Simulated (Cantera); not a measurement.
Feed: 1 mol n-butane, 0.38 mol H2O, 8.2 mol N2, at 0.0100 bar.

These are equilibrium values from Cantera (NASA tables, ideal gas, pure condensed phases), not measurements of a reactor. Candidate condensed phases: C, C6H6, C7H8, C8H18, H2O; 136 gas species. Kinetics and transport are ignored. All values below are at 873 K.

Base state: N2 0.588, H2 0.384, CO 0.0267, CH4 0.000662, H2O 0.000436, CO2 8.07e-5 (mole fractions); condensed: C(graphite).

What changes in the equilibrium state with this change: pressure from 0.0100 bar to 0.133 bar?


| species | before | after |
|---|---|---|
| N2 | 0.588 | 0.595 |
| H2 | 0.384 | 0.370 |
| CO | 0.0267 | 0.0216 |
| CH4 | 0.000662 | 0.00818 |
| NH3 | 2.77e-6 | 3.51e-5 |
| H2O | 0.000436 | 0.00454 |
| CO2 | 8.07e-5 | 0.000708 |
| C(graphite), mol | 3.62 | 3.58 |
